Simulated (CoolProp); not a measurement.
Nitrogen at 257.21 K and 3.25 MPa is throttled through a valve to 0.742 MPa with no heat exchange. Each further row changes one setting.

Model: reference Helmholtz-energy equation of state, Span 2000, in CoolProp.

```
case                       temperature change (K)  final density (kg/m³)
-------------------------  ----------------------  ---------------------
as stated                                    -7.0                   10.1
outlet pressure 0.223 MPa                    -8.6                   3.03
outlet pressure 0.965 MPa                    -6.4                   13.1
```
